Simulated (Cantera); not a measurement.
An isothermal, constant-pressure homogeneous reactor starts with 0.250 % CO, 0.318 % O2, 0.0231 % H2O, 96.2 % N2, 3.18 % H2, equivalence ratio 5.4, at 875 K and 3750 Torr.

Detailed kinetics in Cantera: GRI-Mech 3.0 (53 species, 325 reactions). The hydrogen kinetics of GRI-Mech 3.0 are dated; newer H2 mechanisms differ, most at raised pressure. Below about 950 K walls govern HO2 and H2O2 in real vessels.

x: mole fraction; the columns are a selection and need not sum to one.

| t (s) | x CO | x O2 | x H2O | x NO | x N2O | x OH | x H |
|---|---|---|---|---|---|---|---|
| 1.00e-6 | 0.00250 | 0.00318 | 0.000231 | <1e-12 | <1e-12 | <1e-12 | <1e-12 |
| 3.05e-6 | 0.00250 | 0.00318 | 0.000231 | <1e-12 | <1e-12 | <1e-12 | <1e-12 |
| 9.32e-6 | 0.00250 | 0.00318 | 0.000231 | <1e-12 | <1e-12 | <1e-12 | <1e-12 |
| 2.85e-5 | 0.00250 | 0.00318 | 0.000231 | <1e-12 | <1e-12 | <1e-12 | <1e-12 |
| 8.69e-5 | 0.00250 | 0.00318 | 0.000231 | <1e-12 | <1e-12 | <1e-12 | <1e-12 |
| 0.000265 | 0.00250 | 0.00318 | 0.000231 | <1e-12 | <1e-12 | <1e-12 | <1e-12 |
| 0.000809 | 0.00250 | 0.00318 | 0.000231 | <1e-12 | <1e-12 | <1e-12 | <1e-12 |
| 0.00247 | 0.00250 | 0.00318 | 0.000231 | <1e-12 | <1e-12 | <1e-12 | <1e-12 |
| 0.00754 | 0.00250 | 0.00318 | 0.000231 | <1e-12 | <1e-12 | <1e-12 | <1e-12 |
| 0.0230 | 0.00250 | 0.00318 | 0.000231 | <1e-12 | <1e-12 | <1e-12 | <1e-12 |
| 0.0703 | 0.00250 | 0.00318 | 0.000231 | <1e-12 | <1e-12 | <1e-12 | 2.14e-12 |
| 0.215 | 0.00250 | 0.00318 | 0.000231 | <1e-12 | <1e-12 | 2.30e-12 | 6.42e-11 |
| 0.655 | 0.00249 | 0.00313 | 0.000286 | <1e-12 | 2.51e-11 | 1.96e-10 | 4.02e-9 |
| 2.00 | 0.00237 | ? | ? | <1e-12 | 3.85e-10 | 6.11e-10 | ? |

Question: Some entries are withheld; supply them.

Answer: 
- 2.00, x O2: 0.00240
- 2.00, x H2O: 0.00160
- 2.00, x H: 1.33e-8
